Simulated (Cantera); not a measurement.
Cantera with NASA thermochemical tables; ideal gases at 1 bar, condensed phases pure. Values are per mole of reaction as written; species without (g) are pure solids or liquids, kept so even where they would boil at 1 bar.

2 H(g) + I2 ⇌ 2 HI(g), with ΔH° = -383.3 kJ and ΔS° = 67.4 J/K at 300 K.

Task: How far is the shortcut ΔG° ≈ ΔH°(300 K) − T·ΔS°(300 K) from the full temperature-dependent value at 450, 475, 500, 525, 550, 575, 600 K?

Result: 
```
T (K)  shortcut (kJ)  full (kJ)  difference (kJ)  difference in log10 K  condensed phases
-----  -------------  ---------  ---------------  ---------------------  ----------------
450           -413.7     -409.7             -4.0                   0.46             I2(l)
475           -415.3     -409.8             -5.5                   0.61             I2(l)
500           -417.0     -409.9             -7.1                   0.75             I2(l)
525           -418.7     -409.9             -8.9                   0.88             I2(l)
550           -420.4     -409.8            -10.6                   1.01             I2(l)
575           -422.1     -409.6            -12.5                   1.13             I2(l)
600           -423.8     -409.4            -14.4                   1.25             I2(l)
```
The shortcut ignores heat capacities and the phase changes listed.
